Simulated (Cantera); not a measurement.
Feed: 1 mol SiH2Cl2, 0.075 mol HCl, 87 mol H2, held at 233 Torr.

These are equilibrium values from Cantera (NASA tables, ideal gas, pure condensed phases), not measurements of a reactor. Candidate condensed phases: Si; 19 gas species. Kinetics and transport are ignored.

Over these rows the condensed part is Si(s). Partial pressures as log10 of bar:

| T (K) | 1000/T (1/K) | log p SiHCl3 | log p H2 | log p HCl |
|---|---|---|---|---|
| 1123 | 0.8905 | -3.36 | -0.52 | -2.39 |
| 1173 | 0.8525 | -3.54 | -0.52 | -2.31 |
| 1223 | 0.8177 | -3.76 | -0.52 | -2.26 |
| 1273 | 0.7855 | -4.03 | -0.52 | -2.22 |
| 1323 | 0.7559 | ? | -0.52 | -2.21 |
| 1373 | 0.7283 | -4.59 | -0.52 | -2.20 |

### Question
Fit log p(SiHCl3) = a + b·(1000/T) to the five rows, give the apparent enthalpy, and predict the row at 1323 K.

### Answer
Means: 1000/T = 0.8149, log p = -3.856. Sxy = 0.118328, Sxx = 0.0155009, so b = 7.63 and a = -3.856 − (7.63)×0.8149 = -10.07.
Apparent enthalpy: −19.145 × (7.63) = -146 kJ/mol. With the condensed phases at unit activity, Si(s) + 3 HCl(g) = SiHCl3(g) + H2(g) links this pressure to the main gases: over the six rows their terms move log p by +0.57 in all, so the slope isn't that reaction's ΔH° alone. The five rows lie within 0.08 of the line.
Prediction at 1323 K: -10.07 + (7.63)×0.7559 = -4.30. The computed value is -4.31, 0.01 from the line.
